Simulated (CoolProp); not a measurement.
Aqueous lithium chloride as a coolant, at -6 °C, 1 atm.

Model: Melinder's fits for secondary coolants, in CoolProp.

| mass % | freezing point (°C) | conductivity (W/(m K)) | Prandtl number | viscosity (mPa s) | density (kg/m³) |
|---|---|---|---|---|---|
| 7.2 | ? | 0.538 | 18.9 | 2.68 | ? |
| 9.6 | -11.5 | ? | 19.8 | 2.91 | 1058 |
| 11.9 | -15.8 | ? | 20.9 | 3.16 | 1072 |
| 14.3 | -21.8 | 0.526 | 22.2 | 3.46 | 1086 |
| 16.6 | -29.4 | 0.522 | ? | 3.78 | 1100 |
| 18.9 | ? | 0.518 | ? | 4.16 | 1115 |

Q: Some entries are withheld; supply them.

A: 
- 7.2, freezing point (°C): -8.0
- 7.2, density (kg/m³): 1043
- 9.6, conductivity (W/(m K)): 0.534
- 11.9, conductivity (W/(m K)): 0.530
- 16.6, Prandtl number: 23.6
- 18.9, freezing point (°C): -38.8
- 18.9, Prandtl number: 25.2
